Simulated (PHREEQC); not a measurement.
Na2HPO4 is added in steps, without added water, to 1 kg of water holding 0.0015 mol/kgw Cu(NO3)2 and 0.0036 mol/kgw Na2SO4, at 20 °C. Oxygen alone is held at its pressure in air (log pO2 = -0.68). No CO2 enters from the air. Solids allowed: Tenorite, Brochantite, Antlerite, Cu2(OH)3NO3, Cu3(PO4)2:3H2O, Mirabilite, Chalcanthite. Others were left out.

Base run: PHREEQC, ion-association model, wateq4f.dat. Each further column changes one thing. The table gives pH.

```json
[
 {"Na2HPO4 added (mol)": "0", "base": "5.08", "Davies equation for every ion": "5.09", "all activity coefficients set to 1": "4.97", "metal-ligand complexes left out": "5.01", "Debye-Hückel limiting law": "5.11"},
 {"Na2HPO4 added (mol)": "0.0022", "base": "6.40", "Davies equation for every ion": "6.40", "all activity coefficients set to 1": "6.53", "metal-ligand complexes left out": "6.40", "Debye-Hückel limiting law": "6.38"},
 {"Na2HPO4 added (mol)": "0.00385", "base": "6.90", "Davies equation for every ion": "6.89", "all activity coefficients set to 1": "6.99", "metal-ligand complexes left out": "6.90", "Debye-Hückel limiting law": "6.87"},
 {"Na2HPO4 added (mol)": "0.00605", "base": "7.06", "Davies equation for every ion": "7.05", "all activity coefficients set to 1": "7.21", "metal-ligand complexes left out": "7.06", "Debye-Hückel limiting law": "7.03"},
 {"Na2HPO4 added (mol)": "0.00825", "base": "7.24", "Davies equation for every ion": "7.24", "all activity coefficients set to 1": "7.44", "metal-ligand complexes left out": "7.25", "Debye-Hückel limiting law": "7.18"},
 {"Na2HPO4 added (mol)": "0.0099", "base": "7.35", "Davies equation for every ion": "7.34", "all activity coefficients set to 1": "7.56", "metal-ligand complexes left out": "7.36", "Debye-Hückel limiting law": "7.28"},
 {"Na2HPO4 added (mol)": "0.0121", "base": "7.45", "Davies equation for every ion": "7.45", "all activity coefficients set to 1": "7.68", "metal-ligand complexes left out": "7.46", "Debye-Hückel limiting law": "7.38"},
 {"Na2HPO4 added (mol)": "0.01375", "base": "7.51", "Davies equation for every ion": "7.51", "all activity coefficients set to 1": "7.75", "metal-ligand complexes left out": "7.53", "Debye-Hückel limiting law": "7.43"},
 {"Na2HPO4 added (mol)": "0.01595", "base": "7.58", "Davies equation for every ion": "7.58", "all activity coefficients set to 1": "7.82", "metal-ligand complexes left out": "7.59", "Debye-Hückel limiting law": "7.49"},
 {"Na2HPO4 added (mol)": "0.01815", "base": "7.64", "Davies equation for every ion": "7.63", "all activity coefficients set to 1": "7.89", "metal-ligand complexes left out": "7.65", "Debye-Hückel limiting law": "7.54"},
 {"Na2HPO4 added (mol)": "0.0198", "base": "7.68", "Davies equation for every ion": "7.67", "all activity coefficients set to 1": "7.93", "metal-ligand complexes left out": "7.69", "Debye-Hückel limiting law": "7.57"},
 {"Na2HPO4 added (mol)": "0.022", "base": "7.72", "Davies equation for every ion": "7.72", "all activity coefficients set to 1": "7.98", "metal-ligand complexes left out": "7.73", "Debye-Hückel limiting law": "7.60"}
]
```

H3PO4, which wateq4f.dat lacks, is added to it with the constant of phreeqc.dat. The database has no phosphate complexes of Cu. The database's constant for dissolved Cu(OH)2 is higher than later reviews accept.
